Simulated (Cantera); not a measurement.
Ignition delay

Mixture: CH4 : O2 : N2 = 1 : 2.94 : 11.1 (molar parts), equivalence ratio 0.68, at 900 Torr, adiabatic and at constant volume. Ignition delay is the time to a rise of 400 K.

Detailed kinetics in Cantera: GRI-Mech 3.0 (53 species, 325 reactions).

| T0 (K) | delay (ms) |
|---|---|
| 1175 | 44.4 |
| 1225 | 21.8 |
| 1275 | 11.1 |
| 1325 | 5.86 |
| 1375 | 3.21 |
| 1425 | 1.83 |
| 1475 | 1.09 |

```json
{
 "apparent activation energy between 1375 and 1475 K": "180 kJ/mol"
}
```
